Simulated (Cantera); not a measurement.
A perfectly stirred reactor is fed with CH4 : O2 : N2 = 1 : 1.33 : 5.01 (molar parts), equivalence ratio 1.5, at 67000 Pa; it is adiabatic with a 425 K inlet, and is followed from long to short residence time, starting on the burning branch (τ in s: 0.027, 0.014, 0.007, 0.0035, 0.0018, 0.0009, 0.00046, 0.00023, 0.00012, 5.9e-05).

Model: GRI-Mech 3.0 (53 species, 325 reactions), integrated in Cantera.

Question: What does this change do: 0.047 parts H2 added?

Answer: 
```tsv
quantity	before	after
blow-out, bracketed by the residence times tried	burning at 0.900 ms, out at 0.460 ms	burning at 0.900 ms, out at 0.460 ms
x(CH4) at τ = 27.0 ms	0.00101	0.00121
x(O2) at τ = 27.0 ms	0.000525	0.000558
x(C2H6) at τ = 27.0 ms	5.19e-7	6.88e-7
x(C2H2) at τ = 27.0 ms	0.000444	0.000594
x(CH2O) at τ = 27.0 ms	1.07e-5	1.11e-5
x(CH4) at τ = 0.900 ms	0.00450	0.00501
x(O2) at τ = 0.900 ms	0.00850	0.00894
x(C2H6) at τ = 0.900 ms	2.48e-5	3.02e-5
x(C2H2) at τ = 0.900 ms	0.00188	0.00212
x(CH2O) at τ = 0.900 ms	0.000118	0.000121
```
